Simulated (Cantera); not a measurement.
An isothermal, constant-pressure homogeneous reactor starts with CH2O : O2 : N2 = 0.024 : 0.048 : 1 (molar parts), equivalence ratio 0.50, at 1575 K and 5.00 bar.

Detailed kinetics in Cantera: GRI-Mech 3.0 (53 species, 325 reactions). The temperature is held fixed by assumption; the heat of reaction is taken as removed at once.

x: mole fraction; the columns are a selection and need not sum to one.

| t (s) | x CH2O | x O2 | x CH3 | x H2 | x NO | x C2H | x CH2 |
|---|---|---|---|---|---|---|---|
| 0.000300 | <1e-12 | 0.0232 | <1e-12 | ? | 5.16e-6 | <1e-12 | <1e-12 |
| 0.000579 | <1e-12 | 0.0226 | <1e-12 | ? | 5.34e-6 | <1e-12 | <1e-12 |
| 0.00112 | <1e-12 | 0.0224 | <1e-12 | ? | 5.44e-6 | <1e-12 | <1e-12 |
| 0.00216 | <1e-12 | 0.0224 | <1e-12 | ? | 5.50e-6 | <1e-12 | <1e-12 |
| 0.00417 | <1e-12 | 0.0224 | <1e-12 | ? | 5.54e-6 | <1e-12 | <1e-12 |
| 0.00805 | <1e-12 | 0.0224 | <1e-12 | ? | 5.56e-6 | <1e-12 | <1e-12 |
| 0.0155 | <1e-12 | 0.0224 | <1e-12 | 3.51e-7 | 5.57e-6 | <1e-12 | <1e-12 |
| 0.0300 | <1e-12 | 0.0224 | <1e-12 | 3.32e-7 | 5.58e-6 | <1e-12 | <1e-12 |
| 0.0579 | <1e-12 | 0.0224 | <1e-12 | 3.31e-7 | 5.58e-6 | <1e-12 | <1e-12 |
| 0.112 | <1e-12 | 0.0224 | <1e-12 | 3.31e-7 | 5.60e-6 | <1e-12 | <1e-12 |
| 0.216 | <1e-12 | 0.0224 | <1e-12 | 3.31e-7 | 5.63e-6 | <1e-12 | <1e-12 |
| 0.417 | <1e-12 | 0.0224 | <1e-12 | 3.31e-7 | 5.69e-6 | <1e-12 | <1e-12 |
| 0.805 | <1e-12 | 0.0224 | <1e-12 | 3.31e-7 | 5.80e-6 | <1e-12 | <1e-12 |
| 1.55 | <1e-12 | 0.0224 | <1e-12 | 3.31e-7 | 6.01e-6 | <1e-12 | <1e-12 |
| 3.00 | <1e-12 | 0.0224 | <1e-12 | 3.31e-7 | 6.42e-6 | <1e-12 | <1e-12 |

Task: Fill in the missing entries.

Result: 
- 0.000300, x H2: 9.51e-5
- 0.000579, x H2: 3.47e-5
- 0.00112, x H2: 1.14e-5
- 0.00216, x H2: 3.60e-6
- 0.00417, x H2: 1.21e-6
- 0.00805, x H2: 5.19e-7
